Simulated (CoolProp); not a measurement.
Vapour-liquid equilibrium of carbon dioxide (1) + isopentane (2) at 247.8 K; x and y are mole fractions of (1).

Values from CoolProp's multi-fluid Helmholtz-energy mixture model, Span 1996 and Lemmon 2006; pair parameters Kunz 2012.

```json
[
 {"x": "0.05", "bubble pressure (MPa)": "0.1498", "y at the bubble point": "0.932", "dew pressure at overall composition x (MPa)": "0.01064", "liquid density (mol/L)": "9.437"},
 {"x": "0.15", "bubble pressure (MPa)": "0.4191", "y at the bubble point": "0.976", "dew pressure at overall composition x (MPa)": "0.01190", "liquid density (mol/L)": "9.987"},
 {"x": "0.25", "bubble pressure (MPa)": "0.6506", "y at the bubble point": "0.984", "dew pressure at overall composition x (MPa)": "0.01349", "liquid density (mol/L)": "10.65"},
 {"x": "0.35", "bubble pressure (MPa)": "0.8323", "y at the bubble point": "0.988", "dew pressure at overall composition x (MPa)": "0.01557", "liquid density (mol/L)": "11.45"},
 {"x": "0.45", "bubble pressure (MPa)": "0.9691", "y at the bubble point": "0.990", "dew pressure at overall composition x (MPa)": "0.01841", "liquid density (mol/L)": "12.41"},
 {"x": "0.55", "bubble pressure (MPa)": "1.076", "y at the bubble point": "0.991", "dew pressure at overall composition x (MPa)": "0.02250", "liquid density (mol/L)": "13.58"},
 {"x": "0.65", "bubble pressure (MPa)": "1.173", "y at the bubble point": "0.993", "dew pressure at overall composition x (MPa)": "0.02893", "liquid density (mol/L)": "15.02"},
 {"x": "0.75", "bubble pressure (MPa)": "1.276", "y at the bubble point": "0.994", "dew pressure at overall composition x (MPa)": "0.04052", "liquid density (mol/L)": "16.82"},
 {"x": "0.85", "bubble pressure (MPa)": "1.404", "y at the bubble point": "0.996", "dew pressure at overall composition x (MPa)": "0.06759", "liquid density (mol/L)": "19.11"},
 {"x": "0.95", "bubble pressure (MPa)": "1.567", "y at the bubble point": "0.998", "dew pressure at overall composition x (MPa)": "0.2037", "liquid density (mol/L)": "22.12"}
]
```

No azeotrope shows between x = 0.05 and 0.95.

Pair parameters are fitted to limited data, so mixtures are less certain than the pure fluids. The gap from Raoult's law changes sign with composition, which may be real or a fault of the pair parameters; it wasn't checked against measurements. With so large a gap from Raoult's law the liquid may split in two, which this calculation doesn't test in full.
